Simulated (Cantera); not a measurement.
A perfectly stirred reactor is fed with CH₄ : C₂H₆ : C₃H₈ : O₂ : N₂ = 1 : 0.45 : 0.044 : 6.43 : 24.2 (molar parts), equivalence ratio 0.59, at 5.00 bar; it is adiabatic with a 525 K inlet, and is followed from long to short residence time, starting on the burning branch (τ in s: 0.11, 0.045, 0.019, 0.008, 0.0033, 0.0014, 0.00059, 0.00025, 0.0001, 4.4e-05, 1.8e-05, 7.7e-06).

Computed with Cantera and GRI-Mech 3.0 (53 species, 325 reactions).

**Question.** What does this change do: pressure from 5.00 bar to 16.0 bar?

**Answer.** 
```json
[
 {"quantity": "blow-out, bracketed by the residence times tried", "before": "burning at 0.100 ms, out at 44.0 µs", "after": "burning at 0.250 ms, out at 0.100 ms"},
 {"quantity": "x(CH₄) at τ = 0.110 s", "before": "2.36e-6", "after": "1.24e-6"},
 {"quantity": "x(C₂H₆) at τ = 0.110 s", "before": "2.04e-7", "after": "1.06e-7"},
 {"quantity": "x(C₃H₈) at τ = 0.110 s", "before": "1.82e-8", "after": "9.60e-9"},
 {"quantity": "x(CH₂CO) at τ = 0.110 s", "before": "3.71e-7", "after": "2.20e-7"},
 {"quantity": "x(NO) at τ = 0.110 s", "before": "3.08e-5", "after": "4.35e-5"},
 {"quantity": "x(CH₄) at τ = 0.590 ms", "before": "9.32e-5", "after": "8.04e-5"},
 {"quantity": "x(C₂H₆) at τ = 0.590 ms", "before": "1.07e-5", "after": "8.93e-6"},
 {"quantity": "x(C₃H₈) at τ = 0.590 ms", "before": "1.08e-6", "after": "9.10e-7"},
 {"quantity": "x(CH₂CO) at τ = 0.590 ms", "before": "1.84e-5", "after": "2.00e-5"},
 {"quantity": "x(NO) at τ = 0.590 ms", "before": "8.04e-6", "after": "5.32e-6"}
]
```
The pressure lies above the range GRI-Mech 3.0 was tuned for (to about 10 atm).

**Question.** What does this change do: 2 parts H2O added?

**Answer.** 
```
quantity                                                                       before                                 after
------------------------------------------------  -----------------------------------  ------------------------------------
blow-out, bracketed by the residence times tried  burning at 0.100 ms, out at 44.0 µs  burning at 0.250 ms, out at 0.100 ms
x(CH₄) at τ = 0.110 s                                                         2.36e-6                               3.35e-6
x(C₂H₆) at τ = 0.110 s                                                        2.04e-7                               2.96e-7
x(C₃H₈) at τ = 0.110 s                                                        1.82e-8                               2.73e-8
x(CH₂CO) at τ = 0.110 s                                                       3.71e-7                               5.85e-7
x(NO) at τ = 0.110 s                                                          3.08e-5                               7.34e-6
x(CH₄) at τ = 0.590 ms                                                        9.32e-5                              0.000138
x(C₂H₆) at τ = 0.590 ms                                                       1.07e-5                               1.59e-5
x(C₃H₈) at τ = 0.590 ms                                                       1.08e-6                               1.64e-6
x(CH₂CO) at τ = 0.590 ms                                                      1.84e-5                               2.73e-5
x(NO) at τ = 0.590 ms                                                         8.04e-6                               2.85e-6
```
